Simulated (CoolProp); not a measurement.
Vapour-liquid equilibrium of propylene (1) + propane (2) at 0.721 MPa; x and y are mole fractions of (1).

The numbers come from the multi-fluid Helmholtz-energy mixture model, Lemmon 2013 and Lemmon 2009; pair parameters Bell 2016 in CoolProp.

```json
[
 {"x": "0.05", "bubble temperature (°C)": "13.9", "y at the bubble point": "0.062", "dew temperature at overall composition x (°C)": "14.0", "liquid density (mol/L)": "11.58"},
 {"x": "0.15", "bubble temperature (°C)": "12.9", "y at the bubble point": "0.180", "dew temperature at overall composition x (°C)": "13.1", "liquid density (mol/L)": "11.70"},
 {"x": "0.25", "bubble temperature (°C)": "11.9", "y at the bubble point": "0.290", "dew temperature at overall composition x (°C)": "___", "liquid density (mol/L)": "11.81"},
 {"x": "0.35", "bubble temperature (°C)": "11.0", "y at the bubble point": "0.394", "dew temperature at overall composition x (°C)": "11.4", "liquid density (mol/L)": "11.93"},
 {"x": "0.45", "bubble temperature (°C)": "10.3", "y at the bubble point": "___", "dew temperature at overall composition x (°C)": "10.6", "liquid density (mol/L)": "12.04"},
 {"x": "0.55", "bubble temperature (°C)": "9.6", "y at the bubble point": "0.590", "dew temperature at overall composition x (°C)": "___", "liquid density (mol/L)": "12.16"},
 {"x": "0.65", "bubble temperature (°C)": "8.9", "y at the bubble point": "0.683", "dew temperature at overall composition x (°C)": "9.2", "liquid density (mol/L)": "12.28"},
 {"x": "0.75", "bubble temperature (°C)": "8.4", "y at the bubble point": "0.774", "dew temperature at overall composition x (°C)": "8.5", "liquid density (mol/L)": "12.40"},
 {"x": "0.85", "bubble temperature (°C)": "7.9", "y at the bubble point": "0.864", "dew temperature at overall composition x (°C)": "8.0", "liquid density (mol/L)": "12.53"},
 {"x": "0.95", "bubble temperature (°C)": "7.4", "y at the bubble point": "0.955", "dew temperature at overall composition x (°C)": "___", "liquid density (mol/L)": "12.65"}
]
```

### Question
Fill in the missing entries.

### Answer

- 0.25, dew temperature at overall composition x (°C): 12.2
- 0.45, y at the bubble point: 0.494
- 0.55, dew temperature at overall composition x (°C): 9.8
- 0.95, dew temperature at overall composition x (°C): 7.5

No azeotrope shows between x = 0.05 and 0.95.

Pair parameters are fitted to limited data, so mixtures are less certain than the pure fluids.
